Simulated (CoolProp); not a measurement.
n-pentane at several states: Z from the reference equation and from simpler models built on Tc = 196.5 °C, pc = 3.368 MPa, ω = 0.251; each cubic takes its own stable root.

Model: reference Helmholtz-energy equation of state, Thol 2019, in CoolProp.

```tsv
T (°C)	p (MPa)	phase	reference
-118.95	6.81	liquid	0.5064
234.75	0.0347	gas	0.9973
269.75	0.636	gas	0.9601
188.55	0.0133	gas	0.9986
```

Problem. How far does each simpler model (Redlich-Kwong, Soave-Redlich-Kwong, Peng-Robinson) lie from the reference over these 4 states: mean and median of the absolute difference, and the worst?

Solution. 
- Redlich-Kwong: mean 3.6 %, median 0.2 %, worst +14.0 % at -118.95 °C and 6.81 MPa
- Soave-Redlich-Kwong: mean 3.4 %, median 0.0 %, worst +13.4 % at -118.95 °C and 6.81 MPa
- Peng-Robinson: mean 0.5 %, median 0.3 %, worst +1.4 % at -118.95 °C and 6.81 MPa
